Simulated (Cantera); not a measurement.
A closed system holds: 1 mol SiF₄, 3.5 mol O₃, 10 mol H₂, equilibrated at 0.555 Torr.

These are equilibrium values from Cantera (NASA tables, ideal gas, pure condensed phases), not measurements of a reactor. Candidate condensed phases: H₂O, Si, SiO₂; 38 gas species. The tables hold silica as quartz up to 1696 K and as liquid above; real silica turns to tridymite and cristobalite and melts near 1996 K. Kinetics and transport are ignored. All values below are at 1673 K.

Base state: H₂O 0.648, HF 0.326, O₂ 0.0209, OH 0.00262, H₂ 0.00248, H 0.000209, O 0.000178 (mole fractions); condensed: SiO₂(β-quartz).

**Question.** What changes in the equilibrium state with this change: SiF₄ replaced by Si₂H₆?

**Answer.** 
```json
[
 {"species": "H₂O", "before": "0.648", "after": "0.499"},
 {"species": "H₂", "before": "0.00248", "after": "0.498"},
 {"species": "H", "before": "0.000209", "after": "0.00295"},
 {"species": "HF", "before": "0.326", "after": "0"},
 {"species": "O₂", "before": "0.0209", "after": "3.10e-7"},
 {"species": "SiO", "before": "7.77e-7", "after": "0.000202"},
 {"species": "O", "before": "0.000178", "after": "6.84e-7"},
 {"species": "OH", "before": "0.00262", "after": "0.000143"},
 {"species": "SiO₂(β-quartz), mol", "before": "1.000", "after": "2.00"}
]
```
The feed counts by its element totals alone.

**Question.** What changes in the equilibrium state with this change: SiF₄ replaced by SiCl₄?

**Answer.** 
```csv
species,before,after
H₂O,0.648,0.654
HCl,0,0.305
Cl,0,0.0188
HF,0.326,0
O₂,0.0209,0.0163
H₂,0.00248,0.00284
O,0.000178,0.000157
H,0.000209,0.000223
"SiO₂(β-quartz), mol",1.000,1.000
```

**Question.** What changes in the equilibrium state with this change: H₂ from 10 to 0.57 mol?

**Answer.** 
```
species                before     after
-------------------  --------  --------
O₂                     0.0209     0.727
HF                      0.326     0.166
SiF₄                  4.64e-7     0.105
H₂O                     0.648  0.000355
H₂                    0.00248   2.31e-7
SiF₃                  6.64e-9   2.83e-5
H                    0.000209   2.01e-6
F                     2.30e-6  0.000122
SiO₂(β-quartz), mol     1.000     0.284
```
The tables' values for SiF₃ are old estimates; treat these amounts as uncertain.
